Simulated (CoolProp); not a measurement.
Saturation properties of ammonia (Tc = 132.4 °C, pc = 11.36 MPa, ω = 0.256).

Model: reference Helmholtz-energy equation of state, Gao 2020, in CoolProp.

```csv
T (°C),p (MPa),vapour density (kg/m³),liquid cp (kJ/(kg K)),vapour viscosity (µPa s)
-6.95,0.3285,2.683,4.575,8.84
-1.75,0.4019,3.247,4.601,9.00
3.35,0.4857,3.886,4.628,9.16
8.55,0.5846,4.637,4.659,9.32
13.75,0.6984,5.499,4.693,9.48
18.85,0.8260,6.463,4.730,9.64
24.05,0.9737,7.581,4.772,9.80
29.25,1.141,8.850,4.819,9.97
34.35,1.325,10.26,4.870,10.1
39.55,1.535,11.87,4.928,10.3
44.75,1.770,13.70,4.994,10.5
49.95,2.030,15.75,5.068,10.7
```

It boils at -33.3 °C under 1 atm.

Viscosity comes from a separate model (Fenghour 1995).
